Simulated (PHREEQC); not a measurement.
Dissolve 26 mmol/kgw MgCl2, 0.0012 mmol/kgw H4SiO4, 73 mmol/kgw NH4Cl and 0.091 mmol/kgw NaHCO3 at 25 °C. Closed to the air; pH follows from the charge balance.

The numbers come from PHREEQC with the ion-association model, phreeqc.dat.

Each row changes one thing in this solution. Precipitation was switched off in this run.

```json
[
 {"case": "as made", "pH": "6.20", "NH3 (mol/kgw)": "4.49e-5", "MgOH+ (mol/kgw)": "6.99e-8", "H3SiO4- (mol/kgw)": "3.91e-10", "SI of Quartz (SiO2)": "-1.92"},
 {"case": "H4SiO4 from 1.2e-06 to 6e-07 mol/kgw", "pH": "6.20", "NH3 (mol/kgw)": "4.49e-5", "MgOH+ (mol/kgw)": "6.99e-8", "H3SiO4- (mol/kgw)": "1.96e-10", "SI of Quartz (SiO2)": "-2.22"},
 {"case": "NaHCO3 from 9.1e-05 to 0.000182 mol/kgw", "pH": "6.39", "NH3 (mol/kgw)": "6.93e-5", "MgOH+ (mol/kgw)": "1.08e-7", "H3SiO4- (mol/kgw)": "6.04e-10", "SI of Quartz (SiO2)": "-1.92"},
 {"case": "NaHCO3 left out", "pH": "…", "NH3 (mol/kgw)": "5.92e-6", "MgOH+ (mol/kgw)": "9.22e-9", "H3SiO4- (mol/kgw)": "5.16e-11", "SI of Quartz (SiO2)": "-1.92"},
 {"case": "temperature from 25 to 35 °C", "pH": "…", "NH3 (mol/kgw)": "…", "MgOH+ (mol/kgw)": "1.01e-7", "H3SiO4- (mol/kgw)": "3.34e-10", "SI of Quartz (SiO2)": "-2.06"},
 {"case": "diluted 10-fold with water", "pH": "6.20", "NH3 (mol/kgw)": "5.72e-6", "MgOH+ (mol/kgw)": "1.04e-8", "H3SiO4- (mol/kgw)": "…", "SI of Quartz (SiO2)": "-2.94"},
 {"case": "temperature from 25 to 15 °C", "pH": "6.42", "NH3 (mol/kgw)": "3.65e-5", "MgOH+ (mol/kgw)": "4.67e-8", "H3SiO4- (mol/kgw)": "4.52e-10", "SI of Quartz (SiO2)": "…"}
]
```

**Question.** Fill in the missing entries.

**Answer.** 
- NaHCO3 left out, pH: 5.32
- temperature from 25 to 35 °C, pH: 5.99
- temperature from 25 to 35 °C, NH3 (mol/kgw): 5.40e-5
- diluted 10-fold with water, H3SiO4- (mol/kgw): 3.16e-11
- temperature from 25 to 15 °C, SI of Quartz (SiO2): -1.77

Species that the database lacks are ignored.
